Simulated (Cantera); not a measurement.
A closed system holds: 1 mol AlI₃, 4.3 mol NH₃, 230 mol H₂, 2.3 mol N₂, at 1523.15 K and 10.0 mbar.

Equilibrium computed with Cantera from the NASA thermochemical tables; the gas is ideal and each condensed phase is pure. Candidate condensed phases: Al, AlI₃, AlN, I₂; 19 gas species. Kinetics and transport are ignored.

Base state: H₂ 0.970, N₂ 0.0171, I 0.00811, HI 0.00239, AlI 0.00183, H 0.000228 (mole fractions); condensed: AlN(s).

**Question.** What changes in the equilibrium state with this change: NH₃ from 4.3 to 27 mol?

**Answer.** 
| species | before | after |
|---|---|---|
| H₂ | 0.970 | 0.936 |
| N₂ | 0.0171 | 0.0535 |
| I | 0.00811 | 0.00733 |
| AlI | 0.00183 | 0.000938 |
| HI | 0.00239 | 0.00212 |
| H | 0.000228 | 0.000224 |
| AlN(s), mol | 0.554 | 0.729 |
